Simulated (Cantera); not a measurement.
Feed: 1 mol CCl₄, 2 mol HCl, 2.8 mol H₂, equilibrated at 750 K and 0.0150 bar.

Cantera equilibrium calculation (NASA polynomials, part measured and part estimated; ideal gas, pure solids and liquids). Candidate condensed phases: C, C₆H₆, C₇H₈, C₈H₁₈; 91 gas species. Rates play no part.

Base state: HCl 0.883, H₂ 0.116, CH₄ 0.000649 (mole fractions); condensed: C(graphite).

### Question
What changes in the equilibrium state with this change: H₂ from 2.8 to 0.23 mol?

### Answer
```tsv
species	before	after
HCl	0.883	0.582
Cl₂	<1e-9	0.417
CCl₄	<1e-9	0.000674
H₂	0.116	<1e-9
CH₄	0.000649	<1e-9
Cl	<1e-9	1.43e-5
C(graphite), mol	0.996	0.997
```
Gases not in the tables: chlorinated aromatics.

### Question
What changes in the equilibrium state with this change: CCl₄ replaced by CH₂F₂?

### Answer
```json
[
 {"species": "H₂", "before": "0.116", "after": "0.400"},
 {"species": "HF", "before": "0", "after": "0.296"},
 {"species": "HCl", "before": "0.883", "after": "0.296"},
 {"species": "CH₄", "before": "0.000649", "after": "0.00765"},
 {"species": "C(graphite), mol", "before": "0.996", "after": "0.948"}
]
```
